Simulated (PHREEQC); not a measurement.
Make-up at 42 °C: 0.063 mol/kgw NH4HSO4. Closed to the air; pH follows from the charge balance.

Equilibrium calculation in PHREEQC: ion-association model, phreeqc.dat.

Each row changes one thing in this solution. No solid was allowed to form.

| case | pH | ionic strength (mol/kgw) |
|---|---|---|
| as made | 1.64 | 0.108 |
| temperature from 42 to 40 °C | 1.63 | 0.109 |
| temperature from 42 to 15 °C | 1.55 | 0.118 |
| NH4HSO4 replaced by MnSO4 at the same molality | 6.17 | 0.132 |
| 0.1 mol/kgw HBr added | 1.05 | 0.183 |
| NH4HSO4 replaced by NH3 at the same molality | 10.51 | 0.00112 |
| 0.0092 mol/kgw LiOH added | 1.73 | 0.114 |

Complexes and solids missing from the database can't appear. Away from 25 °C the constants follow the database's enthalpies or fits; those with neither stay at their 25 °C values.
